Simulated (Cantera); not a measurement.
What does this Cantera script print?

```python
import numpy as np
import cantera as ct

gas_names = """
    C CH CH2 CH3 CH2OH CH3O CH4 CH3OH CN CO CO2 COOH C2 C2H CHCO,ketyl C2H2,acetylene C2H2,vinylidene
    CH2CO,ketene C2H3,vinyl CH3CN CH3CO,acetyl C2H4 C2H4O,ethylen CH3CHO,ethanal CH3COOH (HCOOH)2 C2H5
    C2H6 CH3OCH3 C2H5OH CCN CNC C2N2 C2O C3 C3H3,propargyl C3H4,allene C3H4,propyne C3H4,cyclo-
    C3H5,allyl C3H6,propylene C3H6,cyclo- C3H6O C3H7,n-propyl C3H7,i-propyl C3H8 C3H8O,1propanol
    C3H8O,2propanol C3O2 C4 C4H2 C4H4,1,3-cyclo- C4H6,butadiene C4H6,2-butyne C4H6,cyclo- C4H8,1-butene
    C4H8,cis2-buten C4H8,tr2-butene C4H8,isobutene C4H8,cyclo- (CH3COOH)2 C4H9,n-butyl C4H9,i-butyl
    C4H9,s-butyl C4H9,t-butyl C4H10,isobutane C4H10,n-butane C4N2 C5 C5H6,1,3cyclo- C5H8,cyclo-
    C5H10,1-pentene C5H10,cyclo- C5H11,pentyl C5H11,t-pentyl C5H12,n-pentane C5H12,i-pentane
    CH3C(CH3)2CH3 C6H2 C6H5,phenyl C6H5O,phenoxy C6H6 C6H5OH,phenol C6H10,cyclo- C6H12,1-hexene
    C6H12,cyclo- C6H13,n-hexyl C7H7,benzyl C7H8 C7H8O,cresol C7H14,1-heptene C7H15,n-heptyl
    C7H16,n-heptane C8H8,styrene C8H10,ethylbenz C8H16,1-octene C8H17,n-octyl C8H18,isooctane
    C8H18,n-octane C9H19,n-nonyl C10H8,naphthale C10H21,n-decyl C12H9,o-bipheny C12H10,bipheny H HCN HCO
    HCCN HNC HNCO HNO HNO2 HNO3 HO2 H2 HCHO,formaldehy HCOOH H2O H2O2 N NCO NH NH2 NH3 NH2OH NO NO2 NO3
    N2 N2H2 N2H4 N2O O OH O2 O3 Si SiC SiC2 SiC4H12 SiH SiH2 SiH3 SiH4 SiN SiO SiO2 Si2 Si2C Si2N Si3
""".split()
cond_names = """
    C(gr) C6H6(L) C7H8(L) C8H18(L),n-octa H2O(s) H2O(L) Si(cr) Si(L) SiC(b) SiO2(Lqz) SiO2(hqz) SiO2(L)
    Si2N2O(s) Si3N4(a)
""".split()


def load(file, names, dense=False):
    # The tables refer to 1 bar. Condensed volumes are neglected.
    table = {s.name: s for s in ct.Species.list_from_file(file)}
    out = []
    for n in names:
        d = dict(table[n].input_data)
        d["thermo"] = dict(d["thermo"], **{"reference-pressure": 1e5})
        if dense:
            d["equation-of-state"] = {"model": "constant-volume", "density": "1e6 g/cm^3"}
        out.append(ct.Species.from_dict(d))
    return out


gas = ct.Solution(thermo="ideal-gas", species=load("nasa_gas.yaml", gas_names))
cond = {s.name: ct.Solution(thermo="fixed-stoichiometry", species=[s], name=s.name)
        for s in load("nasa_condensed.yaml", cond_names, dense=True)}
atoms = {
    'TEOS': {'Si': 1, 'C': 8, 'H': 20, 'O': 4},
    'NO': {'N': 1, 'O': 1},
    'H2': {'H': 2},
}
top_T = {'C(gr)': 4500, 'SiC(b)': 3050, 'Si2N2O(s)': 2100, 'Si3N4(a)': 2400}  # K; cautious upper limits of use, not melting points


def equilibrate(T, P, feed):
    n = {}
    for name, mol in feed.items():
        for a, k in atoms[name].items():
            n[a] = n.get(a, 0.0) + k * mol
    gas.TPX = T, P, n
    mass = sum(n.values()) * gas.mean_molecular_weight
    gas.equilibrate("TP")
    valid = [c for c in cond.values() if c.min_temp <= T <= top_T.get(c.name, c.max_temp)]
    mix = ct.Mixture([(gas, mass / gas.mean_molecular_weight)] + [(c, 0.0) for c in valid])
    mix.T, mix.P = T, P
    mix.equilibrate("TP", solver="vcs", rtol=1e-11, max_steps=5000)
    return mix


results = []
feed = {'TEOS': 1, 'NO': 0.13, 'H2': 0.16}  # mol
P = 97  # Pa
for T in [1100, 1150, 1200, 1250, 1300, 1350, 1400, 1450, 1500, 1550, 1600, 1650]:
    mix = equilibrate(T, P, feed)
    results.append((T, P, feed, dict(zip(mix.species_names, mix.species_moles))))

top = {s: max(r[3][s] / sum(r[3][g] for g in gas_names) for r in results) for s in gas_names}
cols = sorted((s for s in top if top[s] > 0.001), key=lambda s: -top[s])[:5]
seen = [c for c in cond_names if any(r[3].get(c, 0) > 1e-12 for r in results)]
print("log10 of partial pressures in bar; condensed amounts in mol")
print(f"{'T/K':>10s}" + "".join(f"{s[:9]:>10s}" for s in cols + seen))
for T, P, feed, n in results:
    ng = sum(n[g] for g in gas_names)
    print(f"{T:10.4g}" + "".join(f"{np.log10(max(n[s] / ng * P / 1e5, 1e-99)):10.3f}" for s in cols)
          + "".join(f"{n.get(c, 0):10.4g}" for c in seen))
```

It prints:

```
log10 of partial pressures in bar; condensed amounts in mol
       T/K        H2        CO        N2         H     C(gr)    SiC(b) SiO2(hqz) Si2N2O(s)
      1100    -3.098    -3.777    -5.292    -9.137      5.87         0         1         0
      1150    -3.098    -3.777    -5.292    -8.676      5.87         0         1         0
      1200    -3.101    -3.758    -5.639    -8.255     5.763         0    0.9287   0.03558
      1250    -3.104    -3.738    -6.502    -7.868     5.619    0.0223    0.8545   0.06093
      1300    -3.162    -3.556    -5.597    -7.537     2.959    0.9417         0   0.02764
      1350    -3.163    -3.555    -5.358    -7.205     2.878     0.996         0         0
      1400    -3.163    -3.555    -5.359    -6.895      2.88    0.9948         0         0
      1450    -3.163    -3.555    -5.359    -6.606     2.882    0.9935         0         0
      1500    -3.164    -3.555    -5.360    -6.336     2.885    0.9919         0         0
      1550    -3.164    -3.556    -5.362    -6.084     2.888    0.9901         0         0
      1600    -3.164    -3.556    -5.363    -5.847     2.892     0.988         0         0
      1650    -3.165    -3.556    -5.366    -5.624     2.895    0.9857         0         0
```

Method: chemical equilibrium by Gibbs-energy minimisation in Cantera with the NASA 1993 tables (ideal gas, pure condensed phases). The feed counts by its element totals alone. Mutual solubility and eutectic melting of coexisting phases are not modelled. The tables hold silica as quartz up to 1696 K and as liquid above; real silica turns to tridymite and cristobalite and melts near 1996 K.
